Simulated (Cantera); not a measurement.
What does this Cantera script print?

```python
import numpy as np
import cantera as ct

gas_names = [...]  # 110 gases of nasa_gas.yaml made of C, H, O
cond_names = """
    C(gr) C6H6(L) C7H8(L) C8H18(L),n-octa H2O(s) H2O(L)
""".split()


# ... load() reads the species with a 1 bar reference pressure and builds the phases ...
atoms = {
    'C6H6': {'C': 6, 'H': 6},
    'O2': {'O': 2},
}
top_T = {'C(gr)': 4500}  # K; cautious upper limits of use, not melting points


# ... equilibrate(T, P, feed) seeds the gas with the atoms and calls Mixture.equilibrate('TP', solver="vcs", rtol=1e-11, max_steps=5000) ...
results = []
feed = {'C6H6': 1, 'O2': 1.7}  # mol
T = 2775  # K
P = 4200000  # Pa
mix = equilibrate(T, P, feed)
results.append((T, P, feed, dict(zip(mix.species_names, mix.species_moles))))
print(gas.report(threshold=0.0001))
for i in range(1, mix.n_phases):
    print(f"{mix.phase(i).name:16s} {mix.phase_moles(i):12.5e} mol")
```

Result:

```
       temperature   2775 K
          pressure   4.2e+06 Pa
           density   2.9376 kg/m^3
  mean mol. weight   16.138 kg/kmol
   phase of matter   gas

                          1 kg             1 kmol
                     ---------------   ---------------
          enthalpy        1.8983e+06        3.0634e+07  J
   internal energy        4.6855e+05        7.5614e+06  J
           entropy             13328        2.1508e+05  J/K
    Gibbs function       -3.5086e+07       -5.6622e+08  J
 heat capacity c_p            2322.5             37480  J/K
 heat capacity c_v            1807.3             29165  J/K

                      mass frac. Y      mole frac. X     chem. pot. / RT
                     ---------------   ---------------   ---------------
               CH3        0.00022997        0.00024684            -29.97
               CH4        0.00084492        0.00084991            -38.79
                CO            0.9193           0.52965           -30.556
    C2H2,acetylene          0.022128          0.013714            -24.66
              C4H2        0.00054275        0.00017497           -31.679
                 H        0.00048262         0.0077266           -8.8201
                H2          0.055874           0.44727            -17.64
               H2O        0.00014687        0.00013156           -44.686
     [ +102 minor]        0.00045545        0.00023965

C(gr)             2.41080e+00 mol
```

Method: chemical equilibrium by Gibbs-energy minimisation in Cantera with the NASA 1993 tables (ideal gas, pure condensed phases). The ideal-gas law is rough above about 30 bar.
